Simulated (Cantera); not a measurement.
**Diamond growth**

A diamond (100) surface in a fixed gas of H2 with x(CH4) = 0.018, x(H) = 0.016, at 1225 K, 0.0730 bar; coverages are run to steady state.

Computed with Cantera and the Harris–Goodwin 1993 mechanism for the reconstructed diamond (100) surface.

```csv
x(CH3),growth (µm/h),θ c6HH,θ c6H*,θ c6*H,θ c6**,θ c6HM
1e-06,0.0483,0.422,0.0414,0.502,0.0344,7.92e-6
2.6e-06,0.126,0.422,0.0414,0.502,0.0344,2.06e-5
6.9e-06,0.333,0.422,0.0414,0.502,0.0343,5.46e-5
1.8e-05,0.870,0.422,0.0414,0.502,0.0343,0.000142
4.8e-05,2.32,0.422,0.0414,0.502,0.0343,0.000380
0.00013,6.26,0.422,0.0413,0.501,0.0342,0.00103
0.00033,15.8,0.421,0.0412,0.500,0.0340,0.00259
0.00087,41.3,0.418,0.0409,0.496,0.0335,0.00677
0.0023,106,0.411,0.0401,0.486,0.0321,0.0174
```
θ: site fractions in the mechanism's names (c6HH fully hydrogenated, c6H* and c6*H radical sites, c6** diradical, c6HM methylated).
